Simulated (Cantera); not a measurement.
A closed system holds: 1 mol BF3, 9.4 mol NH3, 0.89 mol H2, equilibrated at 1300 K and 750 Torr.

Cantera equilibrium calculation (NASA polynomials, part measured and part estimated; ideal gas, pure solids and liquids). Candidate condensed phases: B, BN; 31 gas species. Kinetics and transport are ignored.

Base state: H2 0.715, N2 0.224, BF3 0.0421, HF 0.0180, BHF2 0.000284, NH3 3.55e-5 (mole fractions); condensed: BN(s).

Q: What changes in the equilibrium state with this change: BF3 replaced by B2O3?

A: 
```
species         before     after
------------  --------  --------
H2               0.715     0.758
N2               0.224     0.238
H2O                  0   0.00400
BF3             0.0421         0
HF              0.0180         0
HBO2                 0  0.000195
BHF2          0.000284         0
NH3            3.55e-5   3.99e-5
BN(s), mol       0.122    0.0537
B2O3(l), mol         0     0.971
```
Mutual solubility and eutectic melting of coexisting phases are not modelled. Gases not in the tables: H3BO3. Further candidate phases: B2O3, B3O3H3, H2O.
